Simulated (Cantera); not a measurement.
Input: 1 mol SiC, 0.0049 mol C, 6.2 mol N2, held at 1.88 Torr.

Cantera equilibrium calculation (NASA polynomials, part measured and part estimated; ideal gas, pure solids and liquids). Candidate condensed phases: C, Si, SiC, Si3N4; 32 gas species. Ions and electrons are included (thermal ionisation). Rates play no part.

Question: Which condensed phases are stable at each of these points (T (K)): 2500, 2750, 3000, 3250, 3500, 3750, 4000, 4250, 4500, 4750, 5000?

Answer: 
| T (K) | condensed phases | Si condensed (%) |
|---|---|---|
| 2500 | C(graphite) | 0.0 |
| 2750 | C(graphite) | 0.0 |
| 3000 | gas only | 0.0 |
| 3250 | gas only | 0.0 |
| 3500 | gas only | 0.0 |
| 3750 | gas only | 0.0 |
| 4000 | gas only | 0.0 |
| 4250 | gas only | 0.0 |
| 4500 | gas only | 0.0 |
| 4750 | gas only | 0.0 |
| 5000 | gas only | 0.0 |

From 2500 K to 2750 K the condensed part is C(graphite). From 3000 K to 5000 K nothing is condensed.
